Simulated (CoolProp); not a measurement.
Aqueous propylene glycol as a coolant, at 9 °C, 1 atm.

Values from CoolProp's Melinder's fits for secondary coolants.

```
mass %  freezing point (°C)  viscosity (mPa s)  density (kg/m³)  Prandtl number  conductivity (W/(m K))
------  -------------------  -----------------  ---------------  --------------  ----------------------
1.9                    -0.4               1.47             1002            10.7                   0.569
7.1                    -1.9               1.79             1006            13.5                   0.543
12.2                   -3.7               2.18             1010            17.0                   0.518
17.4                   -5.9               2.68             1016            21.7                   0.493
22.6                   -8.5               3.34             1021            27.9                   0.469
27.8                  -11.4               4.20             1026            36.4                   0.445
32.9                  -14.8               5.29             1031            47.3                   0.423
38.1                  -18.9               6.70             1036            61.8                   0.401
43.3                  -23.9               8.43             1041            80.1                   0.380
48.5                  -30.1               10.5             1045             103                   0.360
53.6                  -37.8               12.9             1048             130                   0.341
```
